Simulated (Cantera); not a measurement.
An adiabatic, constant-pressure homogeneous reactor starts with CH4 : CO : O2 : N2 = 1 : 0.13 : 1.03 : 9.4 (molar parts), equivalence ratio 2.0, at 1675 K and 28.0 bar. Integrator tolerance rtol = 1e-08.

Model: GRI-Mech 3.0 (53 species, 325 reactions), integrated in Cantera. The pressure lies above the range GRI-Mech 3.0 was tuned for (to about 10 atm).

Task: What does this change do: pressure from 28.0 bar to 13.0 bar?

Result: 
```json
[
 {"quantity": "time of steepest temperature rise", "before": "56.0 µs", "after": "0.101 ms"},
 {"quantity": "temperature at 2.00 s", "before": "2307 K", "after": "2305 K"},
 {"quantity": "equilibrium temperature", "before": "2307 K", "after": "2305 K"},
 {"quantity": "x(CH4) at 2.00 s", "before": "4.20e-9 (gas-phase equilibrium 4.66e-9)", "after": "9.03e-10 (gas-phase equilibrium 1.01e-9)"},
 {"quantity": "x(CO) at 2.00 s", "before": "0.0784 (gas-phase equilibrium 0.0784)", "after": "0.0784 (gas-phase equilibrium 0.0784)"},
 {"quantity": "x(O2) at 2.00 s", "before": "1.19e-7 (gas-phase equilibrium 1.19e-7)", "after": "2.51e-7 (gas-phase equilibrium 2.51e-7)"},
 {"quantity": "x(NO) at 2.00 s", "before": "1.17e-5 (gas-phase equilibrium 1.17e-5)", "after": "1.70e-5 (gas-phase equilibrium 1.70e-5)"},
 {"quantity": "x(CH2O) at 2.00 s", "before": "7.62e-8 (gas-phase equilibrium 7.62e-8)", "after": "3.53e-8 (gas-phase equilibrium 3.53e-8)"}
]
```

Task: What does this change do: pressure from 28.0 bar to 6.40 bar?

Result: 
| quantity | before | after |
|---|---|---|
| time of steepest temperature rise | 56.0 µs | 0.167 ms |
| temperature at 2.00 s | 2307 K | 2302 K |
| equilibrium temperature | 2307 K | 2302 K |
| x(CH4) at 2.00 s | 4.20e-9 (gas-phase equilibrium 4.66e-9) | 2.19e-10 (gas-phase equilibrium 2.47e-10) |
| x(CO) at 2.00 s | 0.0784 (gas-phase equilibrium 0.0784) | 0.0784 (gas-phase equilibrium 0.0784) |
| x(O2) at 2.00 s | 1.19e-7 (gas-phase equilibrium 1.19e-7) | 4.96e-7 (gas-phase equilibrium 4.96e-7) |
| x(NO) at 2.00 s | 1.17e-5 (gas-phase equilibrium 1.17e-5) | 2.37e-5 (gas-phase equilibrium 2.37e-5) |
| x(CH2O) at 2.00 s | 7.62e-8 (gas-phase equilibrium 7.62e-8) | 1.74e-8 (gas-phase equilibrium 1.74e-8) |
